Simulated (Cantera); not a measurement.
Input: 1 mol Al2O3, 2.2 mol Cl2, at 1848.15 K and 18.0 mbar.

Method: chemical equilibrium by Gibbs-energy minimisation in Cantera with the NASA 1993 tables (ideal gas, pure condensed phases). Candidate condensed phases: Al, AlCl3, Al2O3; 17 gas species. The tables' values for AlCl2 are old estimates; treat these amounts as uncertain. Kinetics and transport are ignored.

Base state: Cl 0.871, Cl2 0.0880, AlCl3 0.0232, O2 0.0172, ClO 0.000262, O 0.000186, AlOCl 3.34e-5, AlCl2 2.71e-5 (mole fractions); condensed: Al2O3(s).

Task: What changes in the equilibrium state with this change: pressure from 18.0 mbar to 2.00 Pa?

Result: 
```tsv
species	before	after
Cl	0.871	0.998
O	0.000186	0.000710
AlOCl	3.34e-5	0.000586
Cl2	0.0880	0.000128
AlCl3	0.0232	0.000155
O2	0.0172	0.000280
AlCl	8.59e-8	0.000355
ClO	0.000262	1.27e-6
AlCl2	2.71e-5	0.000142
Al2O3(s), mol	0.954	0.997
```
